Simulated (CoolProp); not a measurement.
Computed with CoolProp (reference Helmholtz-energy equation of state, Akasaka 2024).

Question: Give the vapour pressure (kPa), liquid density (kg/m³), vapour density (kg/m³), enthalpy of vaporisation (kJ/kg) of saturated R1132(E) at 8.75, 57.45 °C.

Answer: 
| T (°C) | p (kPa) | liquid density (kg/m³) | vapour density (kg/m³) | enthalpy of vaporisation (kJ/kg) |
|---|---|---|---|---|
| 8.75 | 1060 | 974 | 35.0 | 239 |
| 57.45 | 3550 | 756 | 142 | 143 |
